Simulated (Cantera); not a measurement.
**Ammonia decomposition in nitride growth gas**

An isothermal, constant-pressure homogeneous reactor starts with NH₃ : H₂ = 1 : 0.85 (molar parts), at 2275 K and 1330 Pa.

Detailed kinetics in Cantera: the gas-phase N/H chemistry of the illustrative SiF4/NH3 mechanism in the Surface Chemkin manual (1991). Walls and surfaces, which speed up NH3 decomposition in real reactors, are not modelled.

| t (s) | x NH₃ | x H₂ | x NH | x N₂H₂ | x N | x NH₂ | x H |
|---|---|---|---|---|---|---|---|
| 0.000700 | 0.539 | 0.460 | 1.49e-5 | 1.25e-6 | 4.29e-7 | 0.00113 | 0.000308 |
| 0.00139 | 0.537 | 0.460 | 4.73e-5 | 5.82e-6 | 2.40e-6 | 0.00204 | 0.000561 |
| 0.00275 | 0.532 | 0.463 | 8.94e-5 | 1.40e-5 | 6.18e-6 | 0.00286 | 0.000798 |
| 0.00544 | 0.520 | 0.471 | 9.85e-5 | 1.57e-5 | 7.24e-6 | 0.00297 | 0.000864 |
| 0.0108 | 0.496 | 0.487 | 9.78e-5 | 1.48e-5 | 7.37e-6 | 0.00288 | 0.000904 |
| 0.0213 | 0.454 | 0.515 | 9.59e-5 | 1.31e-5 | 7.55e-6 | 0.00270 | 0.000981 |
| 0.0422 | 0.384 | 0.563 | 9.20e-5 | 1.05e-5 | 7.83e-6 | 0.00239 | 0.00112 |
| 0.0837 | 0.281 | 0.632 | 8.42e-5 | 7.01e-6 | 8.16e-6 | 0.00192 | 0.00138 |
| 0.166 | 0.161 | 0.713 | 7.04e-5 | 3.55e-6 | 8.38e-6 | 0.00130 | 0.00184 |
| 0.328 | 0.0605 | 0.781 | 5.04e-5 | 1.14e-6 | 8.38e-6 | 0.000664 | 0.00273 |
| 0.650 | 0.00887 | 0.813 | 2.80e-5 | 1.52e-7 | 9.16e-6 | 0.000187 | 0.00546 |
| 1.29 | 5.63e-5 | 0.804 | 3.13e-6 | 2.91e-10 | 4.29e-6 | 4.95e-6 | 0.0224 |
| 2.55 | 8.13e-7 | 0.779 | 2.39e-7 | <1e-12 | 7.54e-7 | 1.64e-7 | 0.0500 |
| 5.05 | 1.19e-7 | 0.767 | 5.84e-8 | <1e-12 | 2.38e-7 | 3.12e-8 | 0.0635 |
| 10.0 | 5.90e-8 | 0.765 | 3.01e-8 | <1e-12 | 1.25e-7 | 1.57e-8 | 0.0648 |
x: mole fraction; the columns are a selection and need not sum to one.

Equilibrium at this temperature and pressure: NH₃ 4.96e-8, H₂ 0.765, NH 2.53e-8, N₂H₂ <1e-12, N 1.05e-7, NH₂ 1.32e-8, H 0.0648 (gas phase only).
